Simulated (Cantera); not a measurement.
# Thermodynamics of iron carbonyl, mercury and lead vapours, feed PbO + O2 + N2 + H2

A closed system holds: 1 mol PbO, 0.42 mol O2, 0.85 mol N2, a varied amount of H2, equilibrated at 13.3 mbar.

Cantera equilibrium calculation (NASA polynomials, part measured and part estimated; ideal gas, pure solids and liquids). Candidate condensed phases: H2O, Pb, PbO, PbO2, Pb3O4; 27 gas species. Each liquid is taken as pure. Mutual solubility and eutectic melting of coexisting phases are not modelled. Kinetics and transport are ignored.

Q: Map the stable condensed phases over T = 623, 698, 773, 848, 923, 998, 1073, 1148, 1223, 1298, 1373, 1448, 1523, 1598 K and n(H2) in mol = 0.38, 0.48, 0.61, 0.77, 0.97, 1.2, 1.6, 2, 2.5, 3.2, 4, 5.1.

A: 
```
T in K \ n(H2) in mol
         0.38 0.48 0.61 0.77 0.97  1.2  1.6    2  2.5  3.2    4  5.1
   1598     A    A    A    A    A    A    A    A    A    A    A    A
   1523     A    A    A    A    A    A    A    A    A    A    A    A
   1448     B    B    B    A    A    A    A    A    A    A    A    A
   1373     B    B    B    B    B    B    A    A    A    A    A    A
   1298     B    B    B    B    B    B    C    D    D    D    A    A
   1223     B    B    B    B    B    C    C    D    D    D    D    D
   1148     B    B    B    B    C    C    C    D    D    D    D    D
   1073     B    B    B    B    C    C    C    D    D    D    D    D
    998     B    B    B    B    C    C    C    D    D    D    D    D
    923     B    B    B    B    C    C    C    D    D    D    D    D
    848     B    B    B    B    C    C    C    D    D    D    D    D
    773     B    B    B    B    C    C    C    D    D    D    D    D
    698     B    B    B    B    C    C    C    D    D    D    D    D
    623     B    B    B    B    C    C    C    D    D    D    D    D
```
A: gas only; B: PbO; C: Pb + PbO; D: Pb.
